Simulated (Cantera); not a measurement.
Equilibrium for sublimation and decomposition of ceramics: TiC + C + H₂

Charge: 1 mol TiC, 0.088 mol C, 3.2 mol H₂, held at 2650 K and 0.133 bar.

Method: chemical equilibrium by Gibbs-energy minimisation in Cantera with the NASA 1993 tables (ideal gas, pure condensed phases). Candidate condensed phases: C, C₆H₆, C₇H₈, C₈H₁₈, Ti, TiC; 77 gas species. TiC: taken at fixed stoichiometry. Rates play no part.

x(H₂): 0.867
x(H): 0.120
x(C₂H₂ (acetylene)): 0.0126
x(C₂H): 0.000168
x(Ti): 8.47e-5
x(C₄H₂): 7.56e-5
x(CH₃): 2.46e-5
x(C₃): 2.13e-5
x(C₂H₂ (vinylidene)): 1.58e-5
n(TiC(s)): 1.000 mol
gas amount: 3.404 mol
log10 activity of C(graphite) (absent): -0.07
log10 activity of Ti(l) (absent): -2.71
